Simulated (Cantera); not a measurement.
An isothermal, constant-pressure homogeneous reactor starts with NO : N2 = 1 : 0.28 (molar parts), at 1500 K and 825 Torr. Integrator tolerance rtol = 1e-08.

Computed with Cantera and GRI-Mech 3.0 (53 species, 325 reactions).

**Question.** What does this change do: NO 1 to 0.37 parts?

**Answer.** 
| quantity | before | after |
|---|---|---|
| x(NO) at 20.0 s | 0.592 (gas-phase equilibrium 0.00147) | 0.461 (gas-phase equilibrium 0.00136) |
| x(N2) at 20.0 s | 0.313 (gas-phase equilibrium 0.609) | 0.484 (gas-phase equilibrium 0.715) |
| x(N2O) at 20.0 s | 0.000117 (gas-phase equilibrium 8.32e-8) | 7.16e-5 (gas-phase equilibrium 8.34e-8) |
| x(O) at 20.0 s | 1.22e-6 (gas-phase equilibrium 2.43e-6) | 9.23e-7 (gas-phase equilibrium 2.07e-6) |
| x(O2) at 20.0 s | 0.0928 (gas-phase equilibrium 0.390) | 0.0527 (gas-phase equilibrium 0.284) |
